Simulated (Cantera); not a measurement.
What does this Cantera script print?

```python
import numpy as np
import cantera as ct

gas = ct.Solution("h2o2.yaml")
gas.TPX = 300, 250000, {'H2': 1, 'O2': 0.227, 'N2': 0.855}
flame = ct.FreeFlame(gas, width=0.021)
flame.set_refine_criteria(ratio=3, slope=0.08, curve=0.16)
flame.transport_model = "mixture-averaged"
flame.solve(loglevel=0, auto=True)
z, T = flame.grid, flame.T
thick = (T[-1] - T[0]) / np.gradient(T, z).max()
show = ['H2', 'O2', 'H2O', 'HO2', 'OH', 'H']
print(f"laminar burning velocity  {flame.velocity[0] * 100:.3f} cm/s")
print(f"burnt temperature         {T[-1]:.1f} K")
print(f"thermal thickness         {thick * 1e3:.4f} mm")
print(f"grid points               {len(z)}")
z0 = z[flame.heat_release_rate.argmax()]
print(f"{'z/mm':>9s}{'T/K':>9s}{'u/(m/s)':>9s}" + "".join(f"{s:>11s}" for s in show))
rows = []
for k in (-3, -2, -1.5, -1, -0.5, -0.25, 0, 0.25, 0.5, 1, 2, 4, 8):
    zz = z0 + k * thick
    rows.append([k * thick, np.interp(zz, z, T), np.interp(zz, z, flame.velocity),
                 *(np.interp(zz, z, flame.X[gas.species_index(s)]) for s in show)])
    print(f"{rows[-1][0] * 1e3:9.3f}{rows[-1][1]:9.1f}{rows[-1][2]:9.3f}" + "".join(f"{x:11.3e}" for x in rows[-1][3:]))
```

It prints:

```
laminar burning velocity  285.402 cm/s
burnt temperature         1993.6 K
thermal thickness         0.1054 mm
grid points               120
     z/mm      T/K  u/(m/s)         H2         O2        H2O        HO2         OH          H
   -0.316    300.0    2.854  4.803e-01  1.090e-01  1.713e-10  1.154e-11  5.452e-15  7.152e-17
   -0.211    300.0    2.854  4.803e-01  1.090e-01  9.188e-09  6.987e-10  1.070e-12  9.664e-15
   -0.158    300.1    2.855  4.802e-01  1.090e-01  1.694e-07  1.417e-08  5.525e-11  4.656e-13
   -0.105    301.4    2.864  4.797e-01  1.092e-01  4.783e-06  4.489e-07  6.357e-09  5.536e-11
   -0.053    350.6    3.280  4.697e-01  1.108e-01  1.105e-03  1.397e-04  9.997e-06  1.254e-06
   -0.026    629.9    5.693  4.374e-01  1.056e-01  2.156e-02  6.771e-04  7.185e-04  1.427e-03
    0.000   1032.8    9.088  3.839e-01  8.367e-02  7.538e-02  2.539e-04  9.212e-04  1.259e-02
    0.026   1329.6   11.582  3.268e-01  4.969e-02  1.430e-01  1.183e-04  1.570e-03  3.035e-02
    0.053   1503.9   13.072  2.874e-01  2.169e-02  1.957e-01  4.858e-05  2.007e-03  4.303e-02
    0.105   1648.9   14.282  2.655e-01  3.030e-03  2.318e-01  6.380e-06  2.024e-03  4.618e-02
    0.211   1751.1   15.079  2.686e-01  1.706e-04  2.389e-01  3.800e-07  1.906e-03  3.650e-02
    0.422   1836.9   15.723  2.757e-01  4.386e-05  2.410e-01  1.220e-07  1.571e-03  2.513e-02
    0.843   1902.3   16.204  2.815e-01  1.883e-05  2.427e-01  5.803e-08  1.128e-03  1.589e-02
```

Cantera simulation using the H2/O2 subset of GRI-Mech 3.0, which has no nitrogen chemistry; the numbers are that mechanism's predictions, not measurements. The hydrogen kinetics of GRI-Mech 3.0 are dated; newer H2 mechanisms differ, most at raised pressure. Burning velocities carry a grid error of a few per cent, more on coarse grids.
